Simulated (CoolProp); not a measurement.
Properties of carbonyl sulfide along the isobar 6680 kPa (Tc = 378.8 K, pc = 6369 kPa, ω = 0.098).

The numbers come from the reference Helmholtz-energy equation of state, Lemmon 2006 in CoolProp. It is a short technical equation, of lower accuracy than the large ones.

```tsv
T (K)	phase	cp (kJ/(kg K))	cv (kJ/(kg K))	speed of sound (m/s)	Joule-Thomson coefficient (K/MPa)	isothermal compressibility (1/MPa)
190.1	liquid	1.156	0.7269	1215	-0.4868	0.0008620
211.4	liquid	1.161	0.7129	1119	-0.4630	0.001077
232.7	liquid	1.178	0.7060	1024	-0.4244	0.001368
254.1	liquid	1.206	0.7036	927.6	-0.3674	0.001782
275.4	liquid	1.247	0.7042	831.2	-0.2858	0.002398
296.7	liquid	1.305	0.7072	732.8	-0.1653	0.003386
318	liquid	1.393	0.7125	630.5	0.02357	0.005154
339.4	liquid	1.544	0.7215	520.2	0.3571	0.008979
360.7	liquid	1.907	0.7403	392.8	1.106	0.02134
382	supercritical	24.01	0.9137	164.8	9.784	2.486
403.3	supercritical	1.713	0.7400	201.9	11.10	0.2903
424.6	supercritical	1.288	0.7133	221.4	9.589	0.2277
446	supercritical	1.135	0.7051	236.6	8.365	0.2025
467.3	supercritical	1.058	0.7035	249.2	7.389	0.1886
```

The peak of cp marks the crossing from liquid-like to gas-like fluid above the critical point.
